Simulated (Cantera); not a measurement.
Charge: 1 mol PbO, 16 mol CO, at 750 °C.

Equilibrium computed with Cantera from the NASA thermochemical tables; the gas is ideal and each condensed phase is pure. Candidate condensed phases: C, Pb, PbO, PbO2, Pb3O4; 15 gas species. The numbers say what is thermodynamically allowed, not how fast it happens.

x: gas mole fraction; n: condensed amount in mol.

```
P (Pa)    x CO   x CO2      x Pb     x Pb2  n Pb(l)  n C(graphite)
-------  -----  ------  --------  --------  -------  -------------
10       0.882  0.0588    0.0588   5.72e-8      ___              0
52       0.889  0.0593    0.0513   2.26e-7      ___              0
270      0.928  0.0619   0.00988   4.35e-8      ___              0
1400     0.936  0.0624   0.00190   8.39e-9    0.969              0
7200     0.937  0.0625  0.000370   1.63e-9    0.994              0
37000    0.894   0.106   7.21e-5  3.17e-10    0.999          0.627
190000   0.683   0.317   1.40e-5  6.18e-11    1.000           3.09
1000000  0.407   0.593   2.67e-6  1.17e-11    1.000           5.33
```

What belongs in the gaps?


- 10, n Pb(l): 0
- 52, n Pb(l): 0.135
- 270, n Pb(l): 0.840
